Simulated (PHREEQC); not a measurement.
Dissolve 96 mmol/kgw Cu(NO3)2, 99 mmol/kgw H2SO4 and 3.4 mmol/kgw MgCl2 at 25 °C. Closed to the air; pH follows from the charge balance.

All values are PHREEQC results (ion-association model, phreeqc.dat), not measurements.

Task: The ionic strength comes out as 0.400 mol/kgw. What activity coefficients do Mg+2, CuCl+, NO3-, HSO4-, Cl- get?

Result: Mg+2 0.30, CuCl+ 0.67, NO3- 0.63, HSO4- 0.73, Cl- 0.67.

Precipitation was switched off in this run. Species that the database lacks are ignored.
